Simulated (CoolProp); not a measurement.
Values from CoolProp's reference Helmholtz-energy equation of state, Gao 2020.

Task: For ammonia, give the phase and the Z, cv (kJ/(kg K)), viscosity (µPa s) at 725 K and 39800 kPa; 725 K and 56800 kPa.

Result: 
- 725 K and 39800 kPa: supercritical; Z 0.923, cv 2.56, viscosity 30.6
- 725 K and 56800 kPa: supercritical; Z 0.925, cv 2.60, viscosity 33.5

Viscosity comes from a separate model (Fenghour 1995).
